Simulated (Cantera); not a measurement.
Feed: 1 mol Al, a varied amount of HCl, held at 2.90 mbar.

Cantera equilibrium calculation (NASA polynomials, part measured and part estimated; ideal gas, pure solids and liquids). Candidate condensed phases: Al, AlCl₃; 12 gas species. The tables' values for AlCl₂ are old estimates. Rates play no part.

Q: What condenses at these points (T in K, n(HCl) in mol): (700, 8.2); (550, 1.1); (1075, 15); (1375, 6.4); (550, 9.9)?

A: 
| T (K) | n(HCl) in mol | condensed phases | Al condensed (%) |
|---|---|---|---|
| 700 | 8.2 | gas only | 0.0 |
| 550 | 1.1 | Al | 63.3 |
| 1075 | 15 | gas only | 0.0 |
| 1375 | 6.4 | gas only | 0.0 |
| 550 | 9.9 | gas only | 0.0 |
